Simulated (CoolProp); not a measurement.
A single-stage vapour-compression cycle with the fluid: evaporating at 285.15 K (dew point), condensing at 313.15 K (bubble point), superheat 5 K, subcooling 5 K, compressor efficiency 0.8, no pressure losses. The same conditions are run with several fluids, on thermodynamics alone (safety and materials aside).

The numbers come from the reference Helmholtz-energy equation of state of each fluid (n-pentane: Thol 2019; R365MFC: Lemmon 2016; R245ca: Zhou 2016; cyclopentane: Gedanitz 2015; R1336mzz(Z): McLinden 2020; carbonyl sulfide: Lemmon 2006) in CoolProp.

| fluid | cooling COP | pressure ratio | discharge temperature (K) | refrigerating effect (kJ/kg) | volumetric capacity (kJ/m³) |
|---|---|---|---|---|---|
| n-pentane | 7.63 | ___ | 317.8 | ___ | 416 |
| R365MFC | 7.58 | 3.09 | ___ | 174 | 355 |
| R245ca | 7.59 | 2.94 | 319.4 | 184 | 619 |
| cyclopentane | 7.75 | 3.00 | 330.7 | 380 | 276 |
| R1336mzz(Z) | 7.55 | 2.98 | 316.1 | 150 | 452 |
| carbonyl sulfide | 7.18 | 2.00 | 344.6 | 232 | 6010 |

Problem. Complete the blanks.

Solution. 
- n-pentane, pressure ratio: 2.81
- n-pentane, refrigerating effect (kJ/kg): 331
- R365MFC, discharge temperature (K): 315.1
